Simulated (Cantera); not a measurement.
## Equilibrium for silicon nitride deposition: SiH2Cl2 + N2

Input: 1 mol SiH2Cl2, 15 mol N2, equilibrated at 1.70 mbar.

Equilibrium computed with Cantera from the NASA thermochemical tables; the gas is ideal and each condensed phase is pure. Candidate condensed phases: NH4Cl, Si, Si3N4; 28 gas species. N2 is the only nitrogen source here; it is nearly inert below about 1500 K, so the nitride shown seldom forms there in practice. The tables' values for SiCl, SiCl3, SiN are old estimates; treat these amounts as uncertain. Equilibrium is a limit: real reactors are often held back by kinetics, nucleation or transport.

```json
[
 {"T (°C)": "1000", "x N2": "0.883", "x HCl": "0.0907", "x H2": "0.0158", "x SiCl2": "0.00399", "x Si": "3.13e-11", "x Cl": "1.06e-5", "x H": "2.17e-6", "n Si3N4(s)": "0.277", "n Si(l)": "0"},
 {"T (°C)": "1100", "x N2": "0.881", "x HCl": "0.0803", "x H2": "0.0205", "x SiCl2": "0.0146", "x Si": "3.68e-9", "x Cl": "3.76e-5", "x H": "1.16e-5", "n Si3N4(s)": "0.234", "n Si(l)": "0"},
 {"T (°C)": "1200", "x N2": "0.881", "x HCl": "0.0609", "x H2": "0.0296", "x SiCl2": "0.0275", "x Si": "2.25e-7", "x Cl": "8.80e-5", "x H": "5.28e-5", "n Si3N4(s)": "0.173", "n Si(l)": "0"},
 {"T (°C)": "1300", "x N2": "0.881", "x HCl": "0.0417", "x H2": "0.0387", "x SiCl2": "0.0379", "x Si": "8.06e-6", "x Cl": "0.000166", "x H": "0.000194", "n Si3N4(s)": "0.118", "n Si(l)": "0"},
 {"T (°C)": "1400", "x N2": "0.881", "x HCl": "0.0273", "x H2": "0.0454", "x SiCl2": "0.0451", "x Si": "0.000187", "x Cl": "0.000276", "x H": "0.000588", "n Si3N4(s)": "0.0764", "n Si(l)": "0"},
 {"T (°C)": "1500", "x N2": "0.880", "x HCl": "0.0253", "x H2": "0.0453", "x SiCl2": "0.0452", "x Si": "0.00125", "x Cl": "0.000629", "x H": "0.00147", "n Si3N4(s)": "0", "n Si(l)": "0.193"},
 {"T (°C)": "1600", "x N2": "0.875", "x HCl": "0.0261", "x H2": "0.0436", "x SiCl2": "0.0437", "x Si": "0.00519", "x Cl": "0.00148", "x H": "0.00327", "n Si3N4(s)": "0", "n Si(l)": "0.127"},
 {"T (°C)": "1700", "x N2": "0.864", "x HCl": "0.0290", "x H2": "0.0398", "x SiCl2": "0.0398", "x Si": "0.0141", "x Cl": "0.00356", "x H": "0.00653", "n Si3N4(s)": "0", "n Si(l)": "0"},
 {"T (°C)": "1800", "x N2": "0.853", "x HCl": "0.0366", "x H2": "0.0327", "x SiCl2": "0.0319", "x Si": "0.0207", "x Cl": "0.00954", "x H": "0.0115", "n Si3N4(s)": "0", "n Si(l)": "0"},
 {"T (°C)": "1900", "x N2": "0.837", "x HCl": "0.0410", "x H2": "0.0259", "x SiCl2": "0.0223", "x Si": "0.0288", "x Cl": "0.0218", "x H": "0.0188", "n Si3N4(s)": "0", "n Si(l)": "0"}
]
```
x: gas mole fraction; n: condensed amount in mol.

From 1000 °C to 1400 °C the condensed part is Si3N4(s). From 1500 °C to 1600 °C the condensed part is Si(l). From 1700 °C to 1900 °C nothing is condensed. The main Si-bearing gas is SiCl4 at 1000 °C and Si at 1900 °C.
